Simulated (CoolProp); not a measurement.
R123 along the isotherm 241.3 K: density (kg/m³) from the reference equation and from simpler models built on Tc = 456.8 K, pc = 3662 kPa, ω = 0.282; each cubic takes its own stable root.

Computed with CoolProp (reference Helmholtz-energy equation of state, Younglove 1994). It is a modified Benedict-Webb-Rubin equation, recast in Helmholtz form.

| p (kPa) | phase | reference |
|---|---|---|
| 5.79 | gas | 0.4438 |
| 9.02 | liquid | 1601 |
| 14 | liquid | 1601 |
| 21.9 | liquid | 1601 |
| 34 | liquid | 1601 |
| 53 | liquid | 1601 |
| 82.5 | liquid | 1601 |
| 128 | liquid | 1601 |
| 200 | liquid | 1602 |
| 311 | liquid | 1602 |
| 485 | liquid | 1602 |
| 755 | liquid | 1603 |
| 1180 | liquid | 1603 |
| 1830 | liquid | 1604 |

### Question
How far does each simpler model (van der Waals, Redlich-Kwong, Soave-Redlich-Kwong, Peng-Robinson) lie from the reference over these 14 states: mean and median of the absolute difference, and the worst?

### Answer
- van der Waals: mean 67.3 %, median 70.0 %, worst -100.0 % at 241.3 K and 9.02 kPa
- Redlich-Kwong: mean 23.7 %, median 11.9 %, worst -100.0 % at 241.3 K and 9.02 kPa
- Soave-Redlich-Kwong: mean 8.9 %, median 9.6 %, worst -9.6 % at 241.3 K and 9.02 kPa
- Peng-Robinson: mean 1.7 %, median 1.8 %, worst +1.8 % at 241.3 K and 1830 kPa

At some of these states van der Waals, Redlich-Kwong gives the other phase, because its saturation line lies elsewhere.
